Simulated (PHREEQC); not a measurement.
Solution A (15 mmol/kgw HF and 0.11 mmol/kgw (CH3)4NF) is mixed with solution B (1.3 mmol/kgw NaBr, 5.3 mmol/kgw Na2B4O7 and 0.0073 mmol/kgw H4SiO4) at 25 °C; shares are by mass of water, 1 kg in all. Oxygen is held at 0.21 atm. CO2 from the air is kept out. Solids allowed: Quartz. Others were left out.

Equilibrium calculation in PHREEQC: ion-association model, wateq4f.dat.

| share of solution B | pH | H4SiO4 (mol/kgw) | HF (mol/kgw) | H3BO3 (mol/kgw) | H2BO3- (mol/kgw) | BF4- (mol/kgw) | F- (mol/kgw) |
|---|---|---|---|---|---|---|---|
| 0 | 2.56 | 0 | 0.0113 | 0 | 0 | 0 | 0.00290 |
| 0.1 | 2.67 | 2.23e-9 | 0.00454 | 0.000216 | 6.19e-11 | 0.00172 | 0.00151 |
| 0.2 | 2.89 | 8.37e-8 | 0.00232 | 0.00198 | 9.54e-10 | 0.00180 | ? |
| 0.3 | 3.23 | 3.54e-7 | 0.00147 | 0.00429 | 4.54e-9 | 0.00139 | 0.00180 |
| 0.4 | 3.65 | 1.02e-6 | 0.000899 | 0.00683 | 1.89e-8 | 0.000810 | 0.00287 |
| 0.5 | 4.12 | 2.79e-6 | 0.000461 | 0.00960 | 7.95e-8 | 0.000236 | 0.00441 |
| 0.6 | 7.66 | 4.35e-6 | 1.78e-7 | ? | 0.000360 | 2.36e-14 | 0.00599 |
| 0.7 | 8.58 | ? | 1.59e-8 | 0.0119 | 0.00292 | 0 | 0.00449 |
| 0.8 | 8.87 | 5.21e-6 | 5.44e-9 | 0.0115 | ? | 0 | 0.00299 |
| 0.9 | 9.05 | 5.54e-6 | 1.78e-9 | 0.0110 | 0.00803 | 0 | 0.00150 |
| 1 | 9.19 | 5.82e-6 | 0 | 0.0106 | 0.0106 | 0 | 0 |

**Question.** Complete the blanks.

**Answer.** 
- 0.2, F- (mol/kgw): 0.00129
- 0.6, H3BO3 (mol/kgw): 0.0123
- 0.7, H4SiO4 (mol/kgw): 4.81e-6
- 0.8, H2BO3- (mol/kgw): 0.00547

(CH3)4N+ isn't in the database: it is added as a free cation with an ion size of 4 Å. SiF6-2 is the database's only silicon fluoride. Real BF4- forms and hydrolyses slowly; the run takes it at equilibrium.
